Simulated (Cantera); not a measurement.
Cantera with NASA thermochemical tables; ideal gases at 1 bar, condensed phases pure. Values are per mole of reaction as written; species without (g) are pure solids or liquids, kept so even where they would boil at 1 bar.

SiCl2(g) + O(g) → SiO(g) + 2 Cl(g), with ΔH° = 61.6 kJ and ΔS° = 99.6 J/K at 300 K.

**Question.** How far is the shortcut ΔG° ≈ ΔH°(300 K) − T·ΔS°(300 K) from the full temperature-dependent value at 1425, 1575, 1725, 1875, 2025, 2175, 2325, 2475, 2625, 2775, 2925 K?

**Answer.** 
```csv
T (K),shortcut (kJ),full (kJ),difference (kJ),difference in log10 K
1425,-80.2,-81.6,1.4,-0.05
1575,-95.2,-96.9,1.7,-0.06
1725,-110.1,-112.2,2.1,-0.06
1875,-125.0,-127.5,2.4,-0.07
2025,-140.0,-142.8,2.8,-0.07
2175,-154.9,-158.1,3.2,-0.08
2325,-169.8,-173.5,3.6,-0.08
2475,-184.8,-188.8,4.1,-0.09
2625,-199.7,-204.2,4.5,-0.09
2775,-214.6,-219.6,4.9,-0.09
2925,-229.6,-235.0,5.4,-0.10
```
The shortcut ignores the heat-capacity change of the reaction.
